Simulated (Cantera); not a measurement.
Cantera run, input and output.

```python
import numpy as np
import cantera as ct

gas = ct.Solution("gri30.yaml")
gas.TPX = 1375, 890000, {'CH3OH': 0.0022, 'O2': 0.0039, 'N2': 1}
inlet = ct.Reservoir(gas, clone=True)

reactor = ct.IdealGasConstPressureReactor(gas, energy="off", clone=False)
exhaust = ct.Reservoir(gas, clone=True)
tau = [14, 3.1, 0.65, 0.14, 0.03, 0.0063, 0.0013, 0.00028][0]
for a, b in ((inlet, reactor), (reactor, exhaust)):
    ct.MassFlowController(a, b, mdot=lambda t: reactor.mass / tau)
net = ct.ReactorNet([reactor])
show = ['CH3OH', 'O2', 'CH2CO', 'C2H6', 'CH2']

rows = []
print(f"{'tau/s':>10s}{'T/K':>9s}" + "".join(f"{s:>11s}" for s in show))
for tau in [14, 3.1, 0.65, 0.14, 0.03, 0.0063, 0.0013, 0.00028]:
    net.initial_time = 0.0
    net.advance(30 * tau)
    before = gas.X
    net.advance(40 * tau)
    drift = np.max(np.abs(gas.X - before) / (gas.X + 1e-9))
    rows.append([gas.T, *gas[show].X, drift])
    print(f"{tau:10.3e}{gas.T:9.1f}" + "".join(f"{x:11.3e}" for x in gas[show].X))
```

It prints:

```
     tau/s      T/K      CH3OH         O2      CH2CO       C2H6        CH2
 1.400e+01   1375.0  5.529e-08  5.962e-04  6.121e-14  5.403e-16  9.750e-13
 3.100e+00   1375.0  1.657e-07  5.989e-04  3.543e-13  1.402e-15  2.825e-12
 6.500e-01   1375.0  4.944e-07  6.083e-04  2.084e-12  3.662e-15  8.465e-12
 1.400e-01   1375.0  1.311e-06  6.359e-04  1.271e-11  1.419e-14  3.052e-11
 3.000e-02   1375.0  3.048e-06  7.079e-04  1.139e-10  1.669e-13  2.000e-10
 6.300e-03   1375.0  6.644e-06  8.756e-04  1.119e-09  3.310e-12  1.689e-09
 1.300e-03   1375.0  1.558e-05  1.214e-03  8.363e-09  6.113e-11  1.137e-08
 2.800e-04   1375.0  4.854e-05  1.819e-03  5.193e-08  1.158e-09  5.326e-08
```

Cantera simulation using GRI-Mech 3.0 (53 species, 325 reactions); the numbers are that mechanism's predictions, not measurements. GRI-Mech 3.0 was tuned for natural gas; its chemistry of methanol as a main component is partial and can be far from experiment.
